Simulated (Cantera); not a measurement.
## Equilibrium for boron, boron nitride and boron oxide: BCl3 + H2 + N2

A closed system holds: 1 mol BCl3, 4.3 mol H2, 24 mol N2, equilibrated at 1.70 mbar.

Cantera equilibrium calculation (NASA polynomials, part measured and part estimated; ideal gas, pure solids and liquids). Candidate condensed phases: B, BN, NH4Cl; 21 gas species. N2 is the only nitrogen source here; it is nearly inert below about 1500 K, so the nitride shown seldom forms there in practice. The tables' values for BCl, BCl2 are old estimates; treat these amounts as uncertain. The numbers say what is thermodynamically allowed, not how fast it happens.

```json
[
 {"T (K)": "825", "x N2": "0.802", "x HCl": "0.102", "x H2": "0.0956", "x H": "5.95e-11", "x BCl": "<1e-12", "n BN(s)": "1.00"},
 {"T (K)": "925", "x N2": "0.802", "x HCl": "0.102", "x H2": "0.0956", "x H": "1.95e-9", "x BCl": "<1e-12", "n BN(s)": "1.00"},
 {"T (K)": "1025", "x N2": "0.802", "x HCl": "0.102", "x H2": "0.0956", "x H": "3.27e-8", "x BCl": "<1e-12", "n BN(s)": "1.000"},
 {"T (K)": "1125", "x N2": "0.802", "x HCl": "0.102", "x H2": "0.0956", "x H": "3.33e-7", "x BCl": "9.51e-12", "n BN(s)": "1.000"},
 {"T (K)": "1225", "x N2": "0.802", "x HCl": "0.102", "x H2": "0.0956", "x H": "2.34e-6", "x BCl": "6.45e-10", "n BN(s)": "1.000"},
 {"T (K)": "1325", "x N2": "0.802", "x HCl": "0.102", "x H2": "0.0956", "x H": "1.23e-5", "x BCl": "2.30e-8", "n BN(s)": "1.000"},
 {"T (K)": "1425", "x N2": "0.802", "x HCl": "0.102", "x H2": "0.0956", "x H": "5.11e-5", "x BCl": "4.92e-7", "n BN(s)": "1.000"},
 {"T (K)": "1525", "x N2": "0.802", "x HCl": "0.102", "x H2": "0.0956", "x H": "0.000177", "x BCl": "7.01e-6", "n BN(s)": "0.999"},
 {"T (K)": "1625", "x N2": "0.802", "x HCl": "0.102", "x H2": "0.0955", "x H": "0.000529", "x BCl": "7.13e-5", "n BN(s)": "0.997"},
 {"T (K)": "1725", "x N2": "0.801", "x HCl": "0.100", "x H2": "0.0956", "x H": "0.00139", "x BCl": "0.000546", "n BN(s)": "0.981"},
 {"T (K)": "1825", "x N2": "0.799", "x HCl": "0.0956", "x H2": "0.0964", "x H": "0.00332", "x BCl": "0.00321", "n BN(s)": "0.899"}
]
```
x: gas mole fraction; n: condensed amount in mol.

From 825 K to 1825 K the condensed part is BN(s).
